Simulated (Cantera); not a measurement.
What does this Cantera script print?

```python
import numpy as np
import cantera as ct

gas = ct.Solution("gri30.yaml")
gas.TPX = 1150, 43000, {'CO': 1, 'H2': 0.047, 'O2': 0.988, 'N2': 3.71}
reactor = ct.IdealGasConstPressureReactor(gas, energy="on", clone=False)
net = ct.ReactorNet([reactor])
net.rtol, net.atol = 1e-08, 1e-16
show = ['CO', 'H2', 'O2', 'N2O', 'NO']
times = np.geomspace(4e-06, 0.2, 11)

steps = ct.SolutionArray(gas, extra=["t"])
rows = []
print(f"{'t/s':>10s}{'T/K':>9s}{'P/Pa':>11s}" + "".join(f"{s:>11s}" for s in show))
for t in times:
    while net.time < t:
        t_next = net.step()
        steps.append(gas.state, t=t_next)
    rows.append([np.interp(t, steps.t, y) for y in (steps.T, steps.P, *steps(*show).X.T)])
    print(f"{t:10.3e}{rows[-1][0]:9.1f}{rows[-1][1]:11.4g}" + "".join(f"{x:11.3e}" for x in rows[-1][2:]))
rate = np.gradient(steps.T, steps.t)
print("integrator steps:", len(steps.t))
if steps.T.max() > steps.T[0] + 200:
    print(f"time of steepest temperature rise: {steps.t[rate.argmax()]:.4e} s")
gas.TPX = 1150, 43000, {'CO': 1, 'H2': 0.047, 'O2': 0.988, 'N2': 3.71}
gas.equilibrate("HP")
print(f"equilibrium (HP): T = {gas.T:.1f} K  " + "  ".join(f"{s} {gas[s].X[0]:.3e}" for s in show))
```

Result:

```
       t/s      T/K       P/Pa         CO         H2         O2        N2O         NO
 4.000e-06   1150.0    4.3e+04  1.741e-01  8.181e-03  1.720e-01  1.068e-16  4.309e-21
 1.180e-05   1150.0    4.3e+04  1.741e-01  8.181e-03  1.720e-01  8.858e-16  4.479e-20
 3.482e-05   1150.0    4.3e+04  1.741e-01  8.181e-03  1.720e-01  8.298e-15  4.963e-19
 1.027e-04   1150.0    4.3e+04  1.741e-01  8.181e-03  1.720e-01  1.860e-13  2.610e-17
 3.031e-04   1150.9    4.3e+04  1.738e-01  7.982e-03  1.716e-01  2.778e-10  3.843e-11
 8.944e-04   1610.3    4.3e+04  8.407e-02  4.184e-04  1.092e-01  2.591e-07  1.346e-05
 2.639e-03   2056.4    4.3e+04  4.855e-02  3.801e-04  1.013e-01  3.207e-07  1.263e-04
 7.786e-03   2280.6    4.3e+04  2.857e-02  2.114e-04  9.686e-02  3.658e-07  7.923e-04
 2.297e-02   2377.6    4.3e+04  1.785e-02  1.290e-04  9.274e-02  3.505e-07  3.073e-03
 6.778e-02   2379.3    4.3e+04  1.665e-02  1.210e-04  9.026e-02  3.601e-07  7.410e-03
 2.000e-01   2374.9    4.3e+04  1.636e-02  1.195e-04  8.851e-02  3.794e-07  1.080e-02
integrator steps: 1294
time of steepest temperature rise: 4.7509e-04 s
equilibrium (HP): T = 2374.4 K  CO 1.633e-02  H2 1.193e-04  O2 8.833e-02  N2O 3.819e-07  NO 1.116e-02
```

Detailed kinetics in Cantera: GRI-Mech 3.0 (53 species, 325 reactions).
